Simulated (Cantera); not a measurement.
Input (Python, Cantera):

```python
import numpy as np
import cantera as ct

gas = ct.Solution("gri30.yaml")
gas.TPX = 1250, 4500, {'C2H6': 3.9, 'N2': 190}
reactor = ct.IdealGasConstPressureReactor(gas, energy="off", clone=False)
net = ct.ReactorNet([reactor])
net.rtol, net.atol = 1e-08, 1e-18
show = ['C2H6', 'HCN', 'H2', 'CH3', 'CH4', 'C2H2']
times = np.geomspace(1e-06, 9, 12)

steps = ct.SolutionArray(gas, extra=["t"])
rows = []
print(f"{'t/s':>10s}{'T/K':>9s}{'P/Pa':>11s}" + "".join(f"{s:>11s}" for s in show))
for t in times:
    while net.time < t:
        t_next = net.step()
        steps.append(gas.state, t=t_next)
    rows.append([np.interp(t, steps.t, y) for y in (steps.T, steps.P, *steps(*show).X.T)])
    print(f"{t:10.3e}{rows[-1][0]:9.1f}{rows[-1][1]:11.4g}" + "".join(f"{x:11.3e}" for x in rows[-1][2:]))
rate = np.gradient(steps.T, steps.t)
print("integrator steps:", len(steps.t))
if steps.T.max() > steps.T[0] + 200:
    print(f"time of steepest temperature rise: {steps.t[rate.argmax()]:.4e} s")
gas.TPX = 1250, 4500, {'C2H6': 3.9, 'N2': 190}
gas.equilibrate("TP")
print(f"equilibrium (TP): T = {gas.T:.1f} K  " + "  ".join(f"{s} {gas[s].X[0]:.3e}" for s in show))
```

Output:

```
       t/s      T/K       P/Pa       C2H6        HCN         H2        CH3        CH4       C2H2
 1.000e-06   1250.0       4500  2.011e-02  2.838e-25  1.535e-13  3.511e-08  3.469e-12  2.142e-22
 4.287e-06   1250.0       4500  2.011e-02  2.160e-23  2.744e-12  1.505e-07  6.303e-11  2.549e-20
 1.838e-05   1250.0       4500  2.011e-02  1.690e-21  5.490e-11  6.443e-07  1.156e-09  5.034e-18
 7.882e-05   1250.0       4500  2.011e-02  1.383e-19  2.863e-09  2.746e-06  2.114e-08  1.428e-15
 3.379e-04   1250.0       4500  2.011e-02  2.090e-16  2.935e-07  1.147e-05  3.820e-07  9.325e-13
 1.449e-03   1250.0       4500  2.006e-02  3.635e-12  2.380e-05  4.359e-05  6.495e-06  2.703e-09
 6.212e-03   1250.0       4500  1.919e-02  1.514e-09  7.278e-04  1.329e-04  9.569e-05  2.707e-06
 2.663e-02   1250.0       4500  1.399e-02  6.333e-09  5.242e-03  1.495e-04  8.092e-04  1.690e-04
 1.142e-01   1250.0       4500  2.477e-03  1.094e-08  1.704e-02  6.050e-05  3.016e-03  2.841e-03
 4.896e-01   1250.0       4500  4.562e-05  1.186e-08  2.465e-02  7.408e-06  3.553e-03  8.676e-03
 2.099e+00   1250.0       4500  1.548e-06  1.183e-08  2.788e-02  1.467e-06  3.559e-03  1.192e-02
 9.000e+00   1250.0       4500  3.189e-07  1.180e-08  3.061e-02  7.257e-07  3.551e-03  1.470e-02
integrator steps: 1149
equilibrium (TP): T = 1250.0 K  C2H6 7.707e-09  HCN 2.710e-02  H2 3.784e-02  CH3 1.212e-07  CH4 5.305e-04  C2H2 5.478e-03
```

Cantera simulation using GRI-Mech 3.0 (53 species, 325 reactions); the numbers are that mechanism's predictions, not measurements. GRI-Mech 3.0 stops at C3 and has no aromatics, soot or wall deposition, so with more carbon than oxygen in the feed, carbon stays in small species such as C2H2 where larger ones or solid carbon would form. Radical loss at walls, strong at low pressure, is not modelled.
